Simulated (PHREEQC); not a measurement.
Solution (25 °C): 0.02 mol/kgw TMAH, 0.12 mol/kgw K2SO4 and 3.3e-06 mol/kgw CO2. Closed to the air; pH follows from the charge balance.

Equilibrium calculation in PHREEQC: ion-association model, phreeqc.dat.

Each row changes one thing in this solution. No solid was allowed to form.

```
case                                                pH  ionic strength (mol/kgw)  K+ (mol/kgw)  SO4-2 (mol/kgw)  KSO4- (mol/kgw)
-----------------------------------------------  -----  ------------------------  ------------  ---------------  ---------------
as made                                          12.12                     0.319         0.210           0.0896           0.0305
TMAH from 0.02 to 0.022 mol/kgw                  12.16                     0.321         0.210           0.0896              ___
TMAH replaced by (CH3)4NF at the same molality     ___                     0.319         0.210           0.0896           0.0305
TMAH replaced by (CH3)4NCl at the same molality   6.33                     0.319         0.210           0.0896           0.0305
CO2 from 3.3e-06 to 6.6e-07 mol/kgw              12.12                     0.319         0.210           0.0896           0.0305
CO2 left out                                     12.12                     0.319         0.210           0.0896           0.0305
diluted 10-fold with water                       11.22                    0.0362        0.0231           0.0111         0.000896
K2SO4 from 0.12 to 0.108 mol/kgw                 12.13                     0.292         0.190              ___              ___
```

Some entries are withheld; supply them.


- TMAH from 0.02 to 0.022 mol/kgw, KSO4- (mol/kgw): 0.0304
- TMAH replaced by (CH3)4NF at the same molality, pH: 6.92
- K2SO4 from 0.12 to 0.108 mol/kgw, SO4-2 (mol/kgw): 0.0818
- K2SO4 from 0.12 to 0.108 mol/kgw, KSO4- (mol/kgw): 0.0262

(CH3)4N+ isn't in the database: it is added as a free cation with an ion size of 4 Å.
